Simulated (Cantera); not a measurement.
Charge: 1 mol CH₄, 0.42 mol CO₂, 0.023 mol H₂O, held at 42.8 Torr.

Equilibrium computed with Cantera from the NASA thermochemical tables; the gas is ideal and each condensed phase is pure. Candidate condensed phases: C, C₆H₆, C₇H₈, C₈H₁₈, H₂O; 131 gas species. Ions and electrons are included (thermal ionisation). Equilibrium is a limit: real reactors are often held back by kinetics, nucleation or transport.

x: gas mole fraction; n: condensed amount in mol.

| T (K) | x H | x H₂ | x CO | x C | x C₃ | x C₂H₂ (acetylene) | n C(graphite) |
|---|---|---|---|---|---|---|---|
| 2500 | 0.0831 | 0.623 | 0.287 | 2.92e-6 | 8.72e-6 | 0.00674 | 0.515 |
| 2750 | 0.205 | 0.511 | 0.268 | 6.62e-5 | 0.000296 | 0.0144 | 0.454 |
| 3000 | (withheld) | (withheld) | (withheld) | (withheld) | (withheld) | (withheld) | (withheld) |
| 3250 | 0.565 | 0.177 | 0.203 | 0.00580 | 0.0245 | 0.0114 | 0 |
| 3500 | 0.686 | 0.0769 | 0.181 | 0.0183 | 0.0224 | 0.00204 | 0 |
| 3750 | 0.731 | 0.0303 | 0.170 | 0.0431 | 0.0134 | 0.000283 | 0 |
| 4000 | 0.738 | 0.0122 | 0.163 | 0.0733 | 0.00446 | 2.96e-5 | 0 |
| 4250 | 0.738 | 0.00538 | 0.160 | 0.0915 | 0.000809 | 2.44e-6 | 0 |
| 4500 | 0.738 | 0.00260 | 0.158 | 0.0982 | 0.000121 | 2.06e-7 | 0 |
| 4750 | 0.739 | (withheld) | 0.157 | 0.101 | (withheld) | (withheld) | 0 |
| 5000 | 0.737 | 0.000749 | 0.155 | 0.104 | 3.91e-6 | 2.69e-9 | 0 |

Problem. Some entries are withheld; supply them.

Solution. 
- 3000, x H: 0.387
- 3000, x H₂: 0.342
- 3000, x CO: 0.238
- 3000, x C: 0.000889
- 3000, x C₃: 0.00547
- 3000, x C₂H₂ (acetylene): 0.0213
- 3000, n C(graphite): 0.295
- 4750, x H₂: 0.00135
- 4750, x C₃: 1.98e-5
- 4750, x C₂H₂ (acetylene): 2.10e-8
